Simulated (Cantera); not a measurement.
A perfectly stirred reactor is fed with CH4 : H2O : H2 = 1 : 1.5 : 0.76 (molar parts), at 100.0 Torr; it is held at 1625 K, and followed from long to short residence time.

Detailed kinetics in Cantera: GRI-Mech 3.0 (53 species, 325 reactions).

Predict: x(CH4) at τ = 0.630 s; x(H2O) at τ = 0.630 s; x(H2) at τ = 0.630 s; x(CH2O) at τ = 0.630 s; x(C2H2) at τ = 0.630 s; x(CH4) at τ = 35.0 ms; x(H2O) at τ = 35.0 ms; x(H2) at τ = 35.0 ms; x(CH2O) at τ = 35.0 ms; x(C2H2) at τ = 35.0 ms.

x(CH4) at τ = 0.630 s: 0.0915
x(H2O) at τ = 0.630 s: 0.353
x(H2) at τ = 0.630 s: 0.465
x(CH2O) at τ = 0.630 s: 1.42e-6
x(C2H2) at τ = 0.630 s: 0.0683
x(CH4) at τ = 35.0 ms: 0.241
x(H2O) at τ = 35.0 ms: 0.437
x(H2) at τ = 35.0 ms: 0.296
x(CH2O) at τ = 35.0 ms: 4.83e-6
x(C2H2) at τ = 35.0 ms: 0.0217
